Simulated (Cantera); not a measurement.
**SiHCl₃ + NH₃ + H₂ (silicon nitride deposition)**

Input: 1 mol SiHCl₃, 43 mol NH₃, 0.41 mol H₂, equilibrated at 1.33 mbar.

Equilibrium computed with Cantera from the NASA thermochemical tables; the gas is ideal and each condensed phase is pure. Candidate condensed phases: NH₄Cl, Si, Si₃N₄; 28 gas species. The tables' values for SiCl, SiN are old estimates; treat these amounts as uncertain. Gases not in the tables: Si₂H₆ and higher silanes. Equilibrium is a limit: real reactors are often held back by kinetics, nucleation or transport.

| T (°C) | x H₂ | x N₂ | x H | x HCl | x Si | n Si₃N₄(s) | n Si(l) |
|---|---|---|---|---|---|---|---|
| 427 | 0.728 | 0.237 | <1e-12 | 0.0342 | <1e-12 | 0.333 | 0 |
| 627 | 0.728 | 0.237 | 2.73e-9 | 0.0342 | <1e-12 | 0.333 | 0 |
| 827 | 0.728 | 0.237 | 6.04e-7 | 0.0342 | <1e-12 | 0.333 | 0 |
| 1027 | 0.728 | 0.237 | 2.59e-5 | 0.0341 | 4.39e-10 | 0.332 | 0 |
| 1227 | 0.729 | 0.238 | 0.000412 | 0.0316 | 2.22e-6 | 0.297 | 0 |
| 1427 | 0.723 | 0.243 | 0.00343 | 0.0266 | 0.000509 | 0 | 0.629 |
| 1627 | 0.704 | 0.239 | 0.0182 | 0.0276 | 0.00774 | 0 | 0 |
| 1827 | 0.657 | 0.232 | 0.0691 | 0.0293 | 0.0100 | 0 | 0 |
x: gas mole fraction; n: condensed amount in mol.

From 427 °C to 1227 °C the condensed part is Si₃N₄(s). At 1427 °C the condensed part is Si(l). From 1627 °C to 1827 °C nothing is condensed. The main Si-bearing gas is SiCl₄ at 427 °C and Si at 1827 °C.
